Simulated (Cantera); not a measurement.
# Fe3O4 + Cl2 + N2 (chemical vapour transport)

Feed: 1 mol Fe3O4, 0.04 mol Cl2, 0.29 mol N2, held at 0.0133 bar.

Equilibrium computed with Cantera from the NASA thermochemical tables; the gas is ideal and each condensed phase is pure. Candidate condensed phases: Fe, FeCl2, FeCl3, FeO, Fe2O3, Fe3O4; 19 gas species. Mutual solubility and eutectic melting of coexisting phases are not modelled. Condensed phases not in the tables: FeOCl. Rates play no part.

```csv
T (K),x N2,x FeCl2,x O2,x FeCl3,x Cl,x Cl2,x Fe2Cl4,n FeCl2(s),n Fe2O3(s),n Fe3O4(s)
723,1.000,0.000331,<1e-12,9.57e-5,6.08e-10,2.93e-9,1.29e-5,0.0399,0.160,0.880
823,0.973,0.0156,<1e-12,0.00931,1.43e-7,1.10e-6,0.00153,0.0302,0.154,0.884
923,0.896,0.0674,1.93e-11,0.0333,4.87e-6,2.53e-5,0.00291,0,0.138,0.896
1023,0.890,0.0864,8.89e-9,0.0231,5.22e-5,0.000123,0.000771,0,0.145,0.891
1123,0.885,0.0984,1.29e-6,0.0151,0.000351,0.000410,0.000225,0,0.149,0.888
1223,0.882,0.105,8.04e-5,0.00987,0.00169,0.00107,7.39e-5,0,0.151,0.887
1323,0.877,0.106,0.00264,0.00644,0.00630,0.00230,2.64e-5,0,0.143,0.892
1423,0.826,0.0950,0.0525,0.00377,0.0185,0.00399,8.69e-6,0,0.0277,0.970
1523,0.811,0.0972,0.0652,0.00128,0.0227,0.00149,4.19e-6,0,0,0.988
1623,0.810,0.0978,0.0649,0.000457,0.0255,0.000548,2.16e-6,0,0,0.988
1723,0.809,0.0971,0.0639,0.000181,0.0281,0.000224,1.17e-6,0,0,0.988
```
x: gas mole fraction; n: condensed amount in mol.

From 723 K to 823 K the condensed part is FeCl2(s) + Fe2O3(s) + Fe3O4(s). From 923 K to 1423 K the condensed part is Fe2O3(s) + Fe3O4(s). From 1523 K to 1723 K the condensed part is Fe3O4(s). The main Fe-bearing gas is FeCl2 throughout. The share of Fe in condensed phases is highest at 723 K (100.0 %) and lowest at 1223 K (98.7 %).
